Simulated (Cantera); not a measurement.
Charge: 1 mol CHF3, 8.7 mol H2, equilibrated at 40.0 mbar.

Cantera equilibrium calculation (NASA polynomials, part measured and part estimated; ideal gas, pure solids and liquids). Candidate condensed phases: C, C6H6, C7H8, C8H18; 95 gas species. Rates play no part.

Q: Which condensed phases are stable at each of these points (T (°C)): 602, 802, 1002, 1202, 1402, 1602, 1802, 2002, 2202, 2402, 2602, 2802, 3002, 3202?

A: 
| T (°C) | condensed phases | C condensed (%) |
|---|---|---|
| 602 | C(graphite) | 90.7 |
| 802 | C(graphite) | 99.0 |
| 1002 | C(graphite) | 99.8 |
| 1202 | C(graphite) | 99.9 |
| 1402 | C(graphite) | 99.9 |
| 1602 | C(graphite) | 99.5 |
| 1802 | C(graphite) | 98.1 |
| 2002 | C(graphite) | 94.3 |
| 2202 | C(graphite) | 85.8 |
| 2402 | C(graphite) | 70.1 |
| 2602 | C(graphite) | 39.1 |
| 2802 | gas only | 0.0 |
| 3002 | gas only | 0.0 |
| 3202 | gas only | 0.0 |

From 602 °C to 2602 °C the condensed part is C(graphite). From 2802 °C to 3202 °C nothing is condensed.
